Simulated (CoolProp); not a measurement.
Vapour-liquid equilibrium of propylene (1) + acetone (2) at 312.2 K; x and y are mole fractions of (1).

Values from CoolProp's multi-fluid Helmholtz-energy mixture model, Lemmon 2013 and Lemmon 2006; pair parameters Bell 2016.

```
x     bubble pressure (MPa)  y at the bubble point  dew pressure at overall composition x (MPa)  liquid density (mol/L)
----  ---------------------  ---------------------  -------------------------------------------  ----------------------
0.05                 0.2032                  0.733                                      0.05747                   13.20
0.2                  0.6081                  0.913                                      0.06833                   13.05
0.35                 0.8982                  0.943                                      0.08407                   12.86
0.5                   1.079                  0.955                                       0.1091                   12.62
0.65                  1.206                  0.963                                       0.1554                   12.33
0.8                   1.338                  0.973                                       0.2705                   11.98
0.95                  1.529                  0.991                                       0.9994                   11.57
```

No azeotrope shows between x = 0.05 and 0.95.

The pair parameters rest on a limited set of measurements; away from them the model extrapolates. The gap from Raoult's law changes sign with composition, which may be real or a fault of the pair parameters; it wasn't checked against measurements. With so large a gap from Raoult's law the liquid may split in two, which this calculation doesn't test in full.
